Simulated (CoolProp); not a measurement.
Vapour-liquid equilibrium of CHF3 (R23) (1) + R227EA (2) at 237 kPa; x and y are mole fractions of (1).

Computed with CoolProp (multi-fluid Helmholtz-energy mixture model, Penoncello 2003 and Lemmon 2016; pair parameters Bell 2016).

| x | bubble temperature, mixture model (K) | bubble temperature, Raoult's law (K) | y, mixture model | y, Raoult's law |
|---|---|---|---|---|
| 0.05 | … | 265.3 | … | 0.423 |
| 0.125 | 252.3 | 251.7 | 0.672 | 0.702 |
| 0.2 | 241.5 | 242.3 | 0.817 | 0.825 |
| 0.275 | 233.6 | 235.4 | 0.888 | 0.889 |
| 0.35 | 227.8 | 230.0 | 0.926 | 0.926 |
| 0.425 | 223.4 | 225.6 | 0.948 | 0.949 |
| 0.5 | 220.0 | 222.0 | 0.962 | 0.964 |
| 0.575 | 217.4 | 218.9 | 0.971 | 0.975 |
| 0.65 | … | 216.3 | 0.978 | 0.983 |
| 0.725 | 213.3 | 213.9 | 0.984 | 0.988 |
| 0.8 | 211.5 | 211.9 | 0.989 | 0.993 |
| 0.875 | 209.9 | 210.0 | 0.993 | 0.996 |
| 0.95 | 208.3 | 208.3 | 0.997 | 0.999 |

**Question.** What belongs in the gaps?

**Answer.** 
- 0.05, bubble temperature, mixture model (K): 266.9
- 0.05, y, mixture model: 0.363
- 0.65, bubble temperature, mixture model (K): 215.2

The largest gap from Raoult's law is -2.2 K in bubble temperature, at x = 0.425. No azeotrope shows between x = 0.05 and 0.95.

The pair parameters rest on a limited set of measurements; away from them the model extrapolates. The gap from Raoult's law changes sign with composition, which may be real or a fault of the pair parameters; it wasn't checked against measurements.
